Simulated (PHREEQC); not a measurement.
Make-up at 75 °C: 0.0011 mol BaCl2 per kg of water. Closed to the air; pH follows from the charge balance.

Model: ion-association model, phreeqc.dat, run in PHREEQC.

```json
[
 {"quantity": "pH", "before": "6.34", "after": "6.34"},
 {"quantity": "BaOH+ (mol/kgw)", "before": "6.66e-11", "after": "9.56e-11"}
]
```

What was changed between the two runs?
A. BaCl2 from 0.0011 to 0.00165 mol/kgw
B. temperature from 75 to 60 °C
C. BaCl2 from 0.0011 to 0.00022 mol/kgw
D. temperature from 75 to 35 °C
E. 0.0014 mol/kgw NH3 added

A, BaCl2 from 0.0011 to 0.00165 mol/kgw

No solid was allowed to form. Constants without temperature data keep their 25 °C values here.
